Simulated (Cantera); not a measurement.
A perfectly stirred reactor is fed with CH₄ : N₂ = 1 : 4.8 (molar parts), at 1.40 bar; it is held at 1950 K, and followed from long to short residence time.

Cantera simulation using GRI-Mech 3.0 (53 species, 325 reactions); the numbers are that mechanism's predictions, not measurements. GRI-Mech 3.0 stops at C3 and has no aromatics, soot or wall deposition, so with more carbon than oxygen in the feed, carbon stays in small species such as C2H2 where larger ones or solid carbon would form.

Task: What does this change do: pressure from 1.40 bar to 0.000480 bar?

Result: 
| quantity | before | after |
|---|---|---|
| x(CH₄) at τ = 2.20 s | 0.00166 | 0.0362 |
| x(CH₂) at τ = 2.20 s | 1.77e-7 | 1.21e-5 |
| x(H) at τ = 2.20 s | 0.000453 | 0.000785 |
| x(C₂H₆) at τ = 2.20 s | 1.23e-7 | 2.32e-6 |
| x(CH₃) at τ = 2.20 s | 6.83e-5 | 0.00309 |
| x(CH₄) at τ = 0.100 s | 0.00692 | 0.153 |
| x(CH₂) at τ = 0.100 s | 6.85e-7 | 6.59e-6 |
| x(H) at τ = 0.100 s | 0.000431 | 6.65e-5 |
| x(C₂H₆) at τ = 0.100 s | 1.90e-6 | 2.02e-6 |
| x(CH₃) at τ = 0.100 s | 0.000279 | 0.00468 |
Radical loss at walls, strong at low pressure, is not modelled.

Task: What does this change do: temperature 1950 to 1275 K?

Result: 
| quantity | before | after |
|---|---|---|
| x(CH₄) at τ = 2.20 s | 0.00166 | 0.171 |
| x(CH₂) at τ = 2.20 s | 1.77e-7 | 3.94e-12 |
| x(H) at τ = 2.20 s | 0.000453 | 2.97e-9 |
| x(C₂H₆) at τ = 2.20 s | 1.23e-7 | 0.000141 |
| x(CH₃) at τ = 2.20 s | 6.83e-5 | 4.74e-6 |
| x(CH₄) at τ = 0.100 s | 0.00692 | 0.172 |
| x(CH₂) at τ = 0.100 s | 6.85e-7 | 1.39e-12 |
| x(H) at τ = 0.100 s | 0.000431 | 2.05e-10 |
| x(C₂H₆) at τ = 0.100 s | 1.90e-6 | 2.75e-5 |
| x(CH₃) at τ = 0.100 s | 0.000279 | 2.83e-6 |
